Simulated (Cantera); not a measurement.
An isothermal, constant-pressure homogeneous reactor starts with C2H6 : N2 = 1 : 24 (molar parts), at 1950 K and 0.0132 atm.

Model: GRI-Mech 3.0 (53 species, 325 reactions), integrated in Cantera. GRI-Mech 3.0 stops at C3 and has no aromatics, soot or wall deposition, so with more carbon than oxygen in the feed, carbon stays in small species such as C2H2 where larger ones or solid carbon would form. Radical loss at walls, strong at low pressure, is not modelled.

x: mole fraction; the columns are a selection and need not sum to one.

| t (s) | x C2H6 | x CH4 | x CH3 | x H2 | x C2H4 | x C2H2 |
|---|---|---|---|---|---|---|
| 7.00e-5 | 0.0220 | (withheld) | 0.0265 | 0.00190 | 0.00179 | 2.04e-5 |
| 0.000194 | 0.00422 | (withheld) | 0.0321 | 0.0152 | 0.0115 | 0.00251 |
| 0.000538 | 4.50e-5 | (withheld) | 0.0108 | 0.0437 | 0.00875 | 0.0194 |
| 0.00149 | 3.61e-6 | (withheld) | 0.00332 | 0.0596 | 0.00206 | 0.0306 |
| 0.00413 | 8.80e-7 | (withheld) | 0.00149 | 0.0654 | 0.000340 | 0.0339 |
| 0.0115 | 2.67e-7 | (withheld) | 0.000777 | 0.0683 | 8.64e-5 | 0.0350 |
| 0.0318 | 8.65e-8 | (withheld) | 0.000432 | 0.0703 | 2.75e-5 | 0.0358 |
| 0.0881 | 2.26e-8 | (withheld) | 0.000224 | 0.0720 | 7.31e-6 | 0.0364 |
| 0.244 | 2.67e-9 | (withheld) | 8.09e-5 | 0.0730 | 1.20e-6 | 0.0368 |
| 0.677 | 9.05e-11 | (withheld) | 1.61e-5 | 0.0731 | 3.91e-7 | 0.0369 |
| 1.88 | <1e-12 | (withheld) | 6.87e-7 | 0.0728 | 3.31e-7 | 0.0369 |
| 5.20 | <1e-12 | (withheld) | 1.61e-7 | 0.0726 | 3.19e-7 | 0.0368 |
| 14.4 | <1e-12 | 2.00e-7 | 1.47e-7 | 0.0726 | 3.18e-7 | 0.0368 |
| 40.0 | <1e-12 | 2.04e-7 | 1.50e-7 | 0.0726 | 3.18e-7 | 0.0368 |

### Question
What belongs in the gaps?

### Answer

- 7.00e-5, x CH4: 0.000782
- 0.000194, x CH4: 0.00363
- 0.000538, x CH4: 0.00659
- 0.00149, x CH4: 0.00576
- 0.00413, x CH4: 0.00439
- 0.0115, x CH4: 0.00317
- 0.0318, x CH4: 0.00202
- 0.0881, x CH4: 0.000949
- 0.244, x CH4: 0.000261
- 0.677, x CH4: 3.66e-5
- 1.88, x CH4: 1.09e-6
- 5.20, x CH4: 2.20e-7
